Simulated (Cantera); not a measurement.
# Adiabatic ignition

An adiabatic, constant-volume homogeneous reactor starts with 4.15 % CH₄, 0.748 % CO, 17.0 % O₂, 64.0 % N₂, 14.1 % H₂O, at 1373 K and 5.00 bar.

Cantera simulation using GRI-Mech 3.0 (53 species, 325 reactions); the numbers are that mechanism's predictions, not measurements.

```json
[
 {"t (s)": "8.00e-6", "T (K)": "1373", "P (bar)": "5.00", "x CH₄": "0.0415", "x CO": "0.00748", "x O₂": "0.170", "x C₂H₄": "4.20e-12", "x NO": "<1e-12", "x OH": "4.62e-9"},
 {"t (s)": "1.61e-5", "T (K)": "1373", "P (bar)": "5.00", "x CH₄": "0.0415", "x CO": "0.00747", "x O₂": "0.170", "x C₂H₄": "4.58e-11", "x NO": "<1e-12", "x OH": "8.84e-9"},
 {"t (s)": "3.26e-5", "T (K)": "1373", "P (bar)": "5.00", "x CH₄": "0.0415", "x CO": "0.00747", "x O₂": "0.170", "x C₂H₄": "5.60e-10", "x NO": "<1e-12", "x OH": "1.91e-8"},
 {"t (s)": "6.58e-5", "T (K)": "1373", "P (bar)": "5.00", "x CH₄": "0.0415", "x CO": "0.00747", "x O₂": "0.170", "x C₂H₄": "8.13e-9", "x NO": "<1e-12", "x OH": "4.67e-8"},
 {"t (s)": "0.000133", "T (K)": "1373", "P (bar)": "5.00", "x CH₄": "0.0415", "x CO": "0.00747", "x O₂": "0.170", "x C₂H₄": "1.30e-7", "x NO": "<1e-12", "x OH": "1.20e-7"},
 {"t (s)": "0.000268", "T (K)": "1374", "P (bar)": "5.00", "x CH₄": "0.0414", "x CO": "0.00747", "x O₂": "0.170", "x C₂H₄": "1.52e-6", "x NO": "<1e-12", "x OH": "2.47e-7"},
 {"t (s)": "0.000540", "T (K)": "1377", "P (bar)": "5.01", "x CH₄": "0.0408", "x CO": "0.00751", "x O₂": "0.170", "x C₂H₄": "1.35e-5", "x NO": "<1e-12", "x OH": "5.14e-7"},
 {"t (s)": "0.00109", "T (K)": "1460", "P (bar)": "5.33", "x CH₄": "0.0313", "x CO": "0.0110", "x O₂": "0.161", "x C₂H₄": "0.000836", "x NO": "4.71e-11", "x OH": "2.10e-5"},
 {"t (s)": "0.00220", "T (K)": "2415", "P (bar)": "8.79", "x CH₄": "<1e-12", "x CO": "0.00131", "x O₂": "0.0818", "x C₂H₄": "<1e-12", "x NO": "0.00104", "x OH": "0.00748"},
 {"t (s)": "0.00444", "T (K)": "2411", "P (bar)": "8.78", "x CH₄": "<1e-12", "x CO": "0.00129", "x O₂": "0.0809", "x C₂H₄": "<1e-12", "x NO": "0.00296", "x OH": "0.00736"},
 {"t (s)": "0.00896", "T (K)": "2405", "P (bar)": "8.75", "x CH₄": "<1e-12", "x CO": "0.00125", "x O₂": "0.0795", "x C₂H₄": "<1e-12", "x NO": "0.00581", "x OH": "0.00719"},
 {"t (s)": "0.0181", "T (K)": "2398", "P (bar)": "8.73", "x CH₄": "<1e-12", "x CO": "0.00122", "x O₂": "0.0781", "x C₂H₄": "<1e-12", "x NO": "0.00871", "x OH": "0.00701"},
 {"t (s)": "0.0365", "T (K)": "2395", "P (bar)": "8.72", "x CH₄": "<1e-12", "x CO": "0.00121", "x O₂": "0.0774", "x C₂H₄": "<1e-12", "x NO": "0.0101", "x OH": "0.00692"},
 {"t (s)": "0.0737", "T (K)": "2395", "P (bar)": "8.72", "x CH₄": "<1e-12", "x CO": "0.00121", "x O₂": "0.0773", "x C₂H₄": "<1e-12", "x NO": "0.0104", "x OH": "0.00691"},
 {"t (s)": "0.149", "T (K)": "2395", "P (bar)": "8.72", "x CH₄": "<1e-12", "x CO": "0.00120", "x O₂": "0.0773", "x C₂H₄": "<1e-12", "x NO": "0.0104", "x OH": "0.00691"},
 {"t (s)": "0.300", "T (K)": "2395", "P (bar)": "8.72", "x CH₄": "<1e-12", "x CO": "0.00120", "x O₂": "0.0773", "x C₂H₄": "<1e-12", "x NO": "0.0104", "x OH": "0.00691"}
]
```
x: mole fraction; the columns are a selection and need not sum to one.

```json
{
  "time_of_steepest_temperature_rise": "1.14 ms",
  "temperature at 0.300 s": "2395 K",
  "equilibrium_temperature": "2395 K",
  "x(CH₄) at 0.300 s": "<1e-12 (gas-phase equilibrium <1e-12)",
  "x(CO) at 0.300 s": "0.00120 (gas-phase equilibrium 0.00120)",
  "x(O₂) at 0.300 s": "0.0773 (gas-phase equilibrium 0.0773)"
}
```
